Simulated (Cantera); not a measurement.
# Equilibrium for carbothermic reduction: Cu2O + C + CO

Input: 1 mol Cu2O, 1.7 mol C, 0.11 mol CO, equilibrated at 2100 Pa.

Method: chemical equilibrium by Gibbs-energy minimisation in Cantera with the NASA 1993 tables (ideal gas, pure condensed phases). Candidate condensed phases: C, Cu, CuO, Cu2O; 15 gas species. The numbers say what is thermodynamically allowed, not how fast it happens.

| T (°C) | x CO | x Cu | x Cu2 | x CO2 | x C3 | x C | n C(graphite) | n Cu(s) | n Cu(l) |
|---|---|---|---|---|---|---|---|---|---|
| 850 | 0.999 | 5.97e-8 | <1e-12 | 0.00126 | <1e-12 | <1e-12 | 0.701 | 2.00 | 0 |
| 950 | 1.000 | 1.09e-6 | 4.03e-11 | 0.000289 | <1e-12 | <1e-12 | 0.700 | 2.00 | 0 |
| 1050 | 1.000 | 1.28e-5 | 1.31e-9 | 8.30e-5 | <1e-12 | <1e-12 | 0.700 | 2.00 | 0 |
| 1150 | 1.000 | 9.96e-5 | 2.30e-8 | 2.86e-5 | <1e-12 | <1e-12 | 0.700 | 0 | 2.00 |
| 1250 | 0.999 | 0.000573 | 2.60e-7 | 1.14e-5 | <1e-12 | <1e-12 | 0.700 | 0 | 2.00 |
| 1350 | 0.997 | 0.00264 | 2.15e-6 | 5.10e-6 | <1e-12 | <1e-12 | 0.700 | 0 | 2.00 |
| 1450 | 0.990 | 0.0102 | 1.37e-5 | 2.49e-6 | <1e-12 | 1.41e-12 | 0.700 | 0 | 1.99 |
| 1550 | 0.966 | 0.0335 | 7.09e-5 | 1.28e-6 | 1.09e-11 | 2.20e-11 | 0.700 | 0 | 1.96 |
| 1650 | 0.902 | 0.0973 | 0.000306 | 6.42e-7 | 1.83e-10 | 2.58e-10 | 0.700 | 0 | 1.88 |
| 1750 | 0.746 | 0.253 | 0.00113 | 2.68e-7 | 2.31e-9 | 2.37e-9 | 0.700 | 0 | 1.62 |
| 1850 | 0.396 | 0.601 | 0.00367 | 4.85e-8 | 2.28e-8 | 1.76e-8 | 0.700 | 0 | 0.295 |
| 1950 | 0.358 | 0.640 | 0.00252 | 2.66e-8 | 1.82e-7 | 1.09e-7 | 0.700 | 0 | 0 |
| 2050 | 0.357 | 0.641 | 0.00160 | 1.85e-8 | 1.21e-6 | 5.77e-7 | 0.700 | 0 | 0 |
x: gas mole fraction; n: condensed amount in mol.

From 850 °C to 1050 °C the condensed part is C(graphite) + Cu(s). From 1150 °C to 1850 °C the condensed part is C(graphite) + Cu(l). From 1950 °C to 2050 °C the condensed part is C(graphite). The main Cu-bearing gas is Cu throughout.
